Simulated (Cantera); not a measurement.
An isothermal, constant-pressure homogeneous reactor starts with C2H6 : N2 = 1 : 29 (molar parts), at 1448 K and 100.0 Torr.

Computed with Cantera and GRI-Mech 3.0 (53 species, 325 reactions). GRI-Mech 3.0 stops at C3 and has no aromatics, soot or wall deposition, so with more carbon than oxygen in the feed, carbon stays in small species such as C2H2 where larger ones or solid carbon would form.

One state of this run: x C2H6 = 0.00714; x C2H4 = 0.0179; x CH2 = 9.72e-7; x CH3 = 0.000799; x H2 = 0.0226; x C2H2 = 0.00383; x CH4 = 0.00605. x: mole fraction; the columns are a selection and need not sum to one.

### Question
Which value of t (s) does it belong to?
A. 81.7
B. 0.00247
C. 0.450
D. 5.00e-5

### Answer
B, 0.00247
